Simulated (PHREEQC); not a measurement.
Dissolve 0.029 mol HCl and 0.11 mol ZnSO4 per kg of water at 25 °C. Closed to the air; pH follows from the charge balance.

Equilibrium calculation in PHREEQC: ion-association model, phreeqc.dat.

Q: The ionic strength comes out as 0.245 mol/kgw. What activity coefficients do SO4-2, H+, ZnCl+, Zn+2, Cl- get?

A: SO4-2 0.27, H+ 0.79, ZnCl+ 0.70, Zn+2 0.28, Cl- 0.70.

No solid was allowed to form.
